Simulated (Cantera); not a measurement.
Charge: 1 mol Fe, 0.0033 mol H2S, 2.3 mol N2, 0.89 mol CO2, held at 16.0 mbar.

These are equilibrium values from Cantera (NASA tables, ideal gas, pure condensed phases), not measurements of a reactor. Candidate condensed phases: C, C6H6, C7H8, C8H18, Fe, Fe(CO)5, FeO, Fe(OH)2, Fe(OH)3, FeS, FeSO4, FeS2, Fe2O3, Fe2(SO4)3, Fe3O4, H2O, H2SO4, S; 154 gas species. Mutual solubility and eutectic melting of coexisting phases are not modelled. The tables' stoichiometric FeO is somewhat more stable than real wüstite, so its field is too wide. FeO: taken at fixed stoichiometry. Kinetics and transport are ignored.

Task: At 1550 K, list the 7 most abundant gas species with their mole fractions, and the condensed phases.

Result: N2 0.720, CO 0.241, CO2 0.0378, H2 0.000708, S2 0.000403, H2O 0.000311, SO2 9.39e-5. Condensed: Fe(γ) + FeO(s).
